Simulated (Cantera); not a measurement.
Charge: 1 mol SiC, 8.9 mol N2, held at 0.100 bar.

Method: chemical equilibrium by Gibbs-energy minimisation in Cantera with the NASA 1993 tables (ideal gas, pure condensed phases). Candidate condensed phases: C, Si, SiC, Si3N4; 20 gas species. The tables' values for SiN are old estimates; treat these amounts as uncertain. Rates play no part.

x: gas mole fraction; n: condensed amount in mol.

```tsv
T (°C)	x N2	x Si	x SiC2	x Si2C	x SiN	x CN	x Si2	n C(graphite)	n SiC(s)
1900	1.000	0.000279	2.42e-5	1.49e-5	1.57e-5	1.42e-5	4.18e-7	0.00231	0.997
1950	0.999	0.000529	5.54e-5	3.35e-5	2.70e-5	2.44e-5	1.02e-6	0.00440	0.994
2000	0.999	0.000973	0.000122	7.27e-5	4.52e-5	4.08e-5	2.38e-6	0.00811	0.988
2050	0.998	?	?	?	7.40e-5	?	?	?	0.978
2100	0.996	0.00305	0.000537	0.000308	0.000119	0.000107	1.17e-5	0.0252	0.961
2150	0.993	0.00521	0.00107	0.000606	0.000186	0.000168	2.45e-5	0.0428	0.930
2200	0.987	?	?	?	0.000287	?	?	?	0.877
2250	0.979	0.0142	0.00394	0.00216	0.000433	0.000390	9.93e-5	0.115	0.788
2300	0.964	0.0228	0.00726	0.00392	0.000642	0.000577	0.000192	0.184	0.638
2350	0.941	0.0360	0.0131	0.00695	0.000932	0.000837	0.000360	0.291	0.385
```

**Question.** Fill in the missing entries.

**Answer.** 
- 2050, x Si: 0.00174
- 2050, x SiC2: 0.000260
- 2050, x Si2C: 0.000152
- 2050, x CN: 6.68e-5
- 2050, x Si2: 5.36e-6
- 2050, n C(graphite): 0.0145
- 2200, x Si: 0.00870
- 2200, x SiC2: 0.00209
- 2200, x Si2C: 0.00116
- 2200, x CN: 0.000258
- 2200, x Si2: 5.01e-5
- 2200, n C(graphite): 0.0710
